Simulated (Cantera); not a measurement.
An adiabatic, constant-volume homogeneous reactor starts with CH4 : C2H6 : C3H8 : O2 : N2 : H2O = 1 : 0.16 : 0.18 : 3.89 : 28.8 : 1.6 (molar parts), equivalence ratio 0.89, at 1173 K and 3080 Torr. Integrator tolerance rtol = 1e-08.

Computed with Cantera and GRI-Mech 3.0 (53 species, 325 reactions). GRI-Mech 3.0 was tuned for natural gas; its chemistry of propane as a main component is partial and can be far from experiment.

Task: What does this change do: initial temperature 1173 to 1823 K?

Result: 
```tsv
quantity	before	after
time of steepest temperature rise	3.12 ms	8.47 µs
temperature at 0.200 s	2391 K	2761 K
equilibrium temperature	2391 K	2761 K
x(CH4) at 0.200 s	<1e-12 (gas-phase equilibrium <1e-12)	<1e-12 (gas-phase equilibrium <1e-12)
x(C2H6) at 0.200 s	<1e-12 (gas-phase equilibrium <1e-12)	<1e-12 (gas-phase equilibrium <1e-12)
x(C3H8) at 0.200 s	<1e-12 (gas-phase equilibrium <1e-12)	<1e-12 (gas-phase equilibrium <1e-12)
x(NO) at 0.200 s	0.00438 (gas-phase equilibrium 0.00438)	0.00932 (gas-phase equilibrium 0.00932)
x(C2H4) at 0.200 s	<1e-12 (gas-phase equilibrium <1e-12)	<1e-12 (gas-phase equilibrium <1e-12)
```
